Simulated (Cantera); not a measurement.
A perfectly stirred reactor is fed with 4.85 % H₂, 95.1 % O₂, at 0.0133 bar; it is held at 1100 K, and followed from long to short residence time.

Computed with Cantera and the H2/O2 subset of GRI-Mech 3.0, which has no nitrogen chemistry. Radical loss at walls, strong at low pressure, is not modelled. The temperature is held fixed by assumption; the heat of reaction is taken as removed at once.

One state of this run: x H₂ = 0.00186; x O₂ = 0.934; x O = 0.0138; x H₂O₂ = 1.39e-7; x H = 0.00389. x: mole fraction; the columns are a selection and need not sum to one.

Q: Which value of τ (s) does it belong to?
A. 0.10
B. 0.0044
C. 0.016
D. 0.029

A: D, 0.029
